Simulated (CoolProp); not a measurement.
Model: reference Helmholtz-energy equation of state, Lemmon 2013, in CoolProp.

Problem. For propylene, give the phase and the viscosity (µPa s), Prandtl number at 477.2 K and 15.8 MPa; 497.8 K and 15.8 MPa.

Solution. 
- 477.2 K and 15.8 MPa: supercritical; viscosity 32.7, Prandtl number 1.48
- 497.8 K and 15.8 MPa: supercritical; viscosity 30.0, Prandtl number 1.36

Viscosity comes from a separate model (Huber 2003), an estimate that may be off by 10 % or more. Thermal conductivity comes from a separate model (Huber 2003), an estimate that may be off by 10 % or more.
